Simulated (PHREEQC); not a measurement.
Consider water at 20 °C with 37 mmol/kgw KHSO4 and 2.5 mmol/kgw KH2PO4. Closed to the air; pH follows from the charge balance.

All values are PHREEQC results (ion-association model, wateq4f.dat), not measurements.

Each row changes one thing in this solution. This is a speciation only: nothing precipitates in the calculation.

```tsv
case	pH	ionic strength (mol/kgw)	K+ (mol/kgw)	SO4-2 (mol/kgw)	HSO4- (mol/kgw)	KSO4- (mol/kgw)
as made	1.77	0.0778	0.0376	0.0200	0.0151	0.00191
KH2PO4 left out	1.75	0.0761	0.0352	0.0195	0.0157	0.00177
KHSO4 from 0.037 to 0.0555 mol/kgw	1.63	0.110	0.0547	0.0267	0.0255	0.00331
KHSO4 from 0.037 to 0.0037 mol/kgw	2.62	0.0119	0.00612	0.00314	0.000478	7.98e-5
KH2PO4 from 0.0025 to 0.0005 mol/kgw	1.75	0.0764	0.0357	0.0196	0.0156	0.00180
0.00086 mol/kgw CO2 added	1.77	0.0778	0.0376	0.0200	0.0151	0.00191
KH2PO4 replaced by K2HPO4 at the same molality	1.81	0.0791	0.0399	0.0206	0.0143	0.00209
KH2PO4 replaced by K2SO4 at the same molality	1.76	0.0818	0.0399	0.0212	0.0162	0.00212
0.015 mol/kgw Na2SO4 added	1.84	0.113	0.0370	0.0301	0.0179	0.00250
```

H3PO4, which wateq4f.dat lacks, is added to it with the constant of phreeqc.dat.
